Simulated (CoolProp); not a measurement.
Vapour-liquid equilibrium of n-hexane (1) + cyclohexane (2) at 191.05 °C; x and y are mole fractions of (1).

The numbers come from the multi-fluid Helmholtz-energy mixture model, Thol 2019 and Zhou 2014; pair parameters Bell 2016 in CoolProp.

```tsv
x	bubble pressure, mixture model (MPa)	bubble pressure, Raoult's law (MPa)	y, mixture model	y, Raoult's law
0.05	1.188	1.185	0.064	0.066
0.2	1.255	1.245	0.240	0.251
0.35	1.318	1.305	0.400	0.420
0.5	1.377	1.365	0.549	0.573
0.65	1.435	1.425	0.690	0.714
0.8	1.491	1.484	0.825	0.843
0.95	1.546	1.544	0.957	0.962
```

The largest gap from Raoult's law is +1.0 % in bubble pressure, at x = 0.35. No azeotrope shows between x = 0.05 and 0.95.

The pair parameters rest on a limited set of measurements; away from them the model extrapolates.
